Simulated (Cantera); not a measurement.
Source: NASA polynomial tables (part measured, part estimated), evaluated in Cantera. Values are per mole of reaction as written; species without (g) are pure solids or liquids, kept so even where they would boil at 1 bar.

Question: Between 300 and 598 K, where is each reaction favourable under standard conditions?
- 3 NiS + H₂S(g) → 2 H(g) + Ni₃S₄

Answer: 
- 3 NiS + H₂S(g) → 2 H(g) + Ni₃S₄: ΔG° is 404 kJ at 300 K and 384 kJ at 598 K; it stays positive (K < 1). ΔH° is 430 kJ and ΔS° 76 J/K at 598 K.
